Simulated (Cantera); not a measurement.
# CS2 + H2O + H2 + SO2 (abatement and gas-phase synthesis)

Input: 1 mol CS2, 0.36 mol H2O, 13 mol H2, a varied amount of SO2, held at 3123 K and 13300 Pa.

Equilibrium computed with Cantera from the NASA thermochemical tables; the gas is ideal and each condensed phase is pure. Candidate condensed phases: C, C6H6, C7H8, C8H18, H2O, H2SO4, S; 123 gas species. The numbers say what is thermodynamically allowed, not how fast it happens.

From 0.11 mol SO2 to 1 mol SO2 nothing is condensed. The main C-bearing gas is CO throughout.

```tsv
n(SO2) (mol)	x H2	x H	x S	x CO	x H2O	x CS	x SO	x SH
0.11	0.452	0.418	0.0612	0.0290	9.38e-7	0.0208	4.18e-7	0.0146
0.24	0.441	0.413	0.0729	0.0413	4.15e-6	0.00780	2.26e-6	0.0172
0.36	0.432	0.409	0.0802	0.0485	0.00180	2.28e-5	0.00110	0.0188
0.49	0.423	0.404	0.0815	0.0481	0.00740	5.46e-6	0.00469	0.0189
0.62	0.414	0.400	0.0826	0.0477	0.0127	3.13e-6	0.00835	0.0189
0.74	0.406	0.396	0.0836	0.0473	0.0173	2.25e-6	0.0117	0.0190
0.87	0.398	0.392	0.0845	0.0468	0.0221	1.74e-6	0.0155	0.0190
1	0.390	0.388	0.0853	0.0464	0.0266	1.41e-6	0.0192	0.0190
```
x: gas mole fraction; nothing condenses.
